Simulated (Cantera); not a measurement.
An isothermal, constant-pressure homogeneous reactor starts with 7.14 % C2H6, 92.9 % N2, at 1700 K and 0.00128 atm.

Cantera simulation using GRI-Mech 3.0 (53 species, 325 reactions); the numbers are that mechanism's predictions, not measurements. GRI-Mech 3.0 stops at C3 and has no aromatics, soot or wall deposition, so with more carbon than oxygen in the feed, carbon stays in small species such as C2H2 where larger ones or solid carbon would form. Radical loss at walls, strong at low pressure, is not modelled.

x: mole fraction; the columns are a selection and need not sum to one.

```csv
t (s),x C2H6,x C2H4,x CH4,x CH3,x H,x C2H,x C2H2
8.00e-5,0.0707,3.58e-7,4.18e-6,0.00136,8.94e-7,<1e-12,1.54e-11
0.000284,0.0688,1.51e-5,5.16e-5,0.00470,1.52e-5,<1e-12,2.42e-9
0.00101,0.0614,0.000842,0.000593,0.0146,0.000281,9.96e-11,1.58e-6
0.00357,0.0291,0.0163,0.00561,0.0326,0.00137,(withheld),0.00106
0.0126,0.000388,0.0221,0.0178,0.0129,0.00229,(withheld),0.0267
0.0449,8.03e-6,0.00568,0.0163,0.00281,0.000866,(withheld),0.0486
0.159,2.03e-6,0.000845,0.0138,0.00119,0.000463,(withheld),0.0551
0.564,6.72e-7,0.000184,0.0111,0.000626,0.000311,(withheld),0.0572
2.00,2.57e-7,6.86e-5,0.00775,0.000376,0.000276,(withheld),0.0588
```

### Question
What belongs in the gaps?

### Answer

- 0.00357, x C2H: 3.86e-7
- 0.0126, x C2H: 5.14e-6
- 0.0449, x C2H: 2.49e-6
- 0.159, x C2H: 1.37e-6
- 0.564, x C2H: 9.10e-7
- 2.00, x C2H: 7.98e-7
